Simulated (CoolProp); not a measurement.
Values from CoolProp's reference Helmholtz-energy equation of state, Tillner-Roth 1994.

Problem. Give the vapour pressure (kPa), liquid density (kg/m³), liquid cp (kJ/(kg K)), vapour Z of saturated R134a at 224.1, 241.5 K.

Solution. 
```csv
T (K),p (kPa),liquid density (kg/m³),liquid cp (kJ/(kg K)),vapour Z
224.1,31.1,1440,1.24,0.981
241.5,78.0,1390,1.27,0.964
```
